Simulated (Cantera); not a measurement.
An adiabatic, constant-pressure homogeneous reactor starts with CO : H2 : O2 : N2 = 0.44 : 0.22 : 1.42 : 9.79 (molar parts), equivalence ratio 0.23, at 1025 K and 0.850 bar.

Computed with Cantera and GRI-Mech 3.0 (53 species, 325 reactions).

**Question.** Predict: time of steepest temperature rise; temperature at 5.00 s; equilibrium temperature; x(CO) at 5.00 s; x(H2) at 5.00 s; x(O2) at 5.00 s; x(CO2) at 5.00 s.

**Answer.** 
```json
{
  "time_of_steepest_temperature_rise": "0.679 ms",
  "temperature at 5.00 s": "1466 K",
  "equilibrium_temperature": "1465 K",
  "x(CO) at 5.00 s": "3.96e-7 (gas-phase equilibrium 3.85e-7)",
  "x(H2) at 5.00 s": "8.08e-8 (gas-phase equilibrium 7.89e-8)",
  "x(O2) at 5.00 s": "0.0944 (gas-phase equilibrium 0.0941)",
  "x(CO2) at 5.00 s": "0.0381 (gas-phase equilibrium 0.0381)"
}
```
